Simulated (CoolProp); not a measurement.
Vapour pressure (MPa) of isohexane: the reference equation beside estimates from Tc = 497.7 K, pc = 3.043 MPa, ω = 0.280. Clausius-Clapeyron is anchored at 417 K with a constant enthalpy of vaporisation of 21.21 kJ/mol.

The numbers come from the reference Helmholtz-energy equation of state, Lemmon 2006 in CoolProp. It is a short technical equation, of lower accuracy than the large ones.

```csv
T (K),reference,Clausius-Clapeyron,Peng-Robinson
397.1,0.5351,0.5911,0.5348
402.1,0.5949,0.6402,0.5950
407,0.6583,0.6910,0.6588
412,0.7280,0.7456,0.7291
417,0.8031,0.8031,0.8050
421.9,0.8821,0.8622,0.8849
426.9,0.9686,0.9255,0.9724
431.9,1.061,0.9918,1.066
436.8,1.158,1.060,1.165
441.8,1.264,1.132,1.272
446.8,1.377,1.208,1.387
451.7,1.495,1.285,1.506
456.7,1.623,1.367,1.636
461.7,1.760,1.452,1.774
```

Absolute difference from the reference over all 14 rows, mean and median: Clausius-Clapeyron 8.4 and 8.0 %, Peng-Robinson 0.4 and 0.4 %.
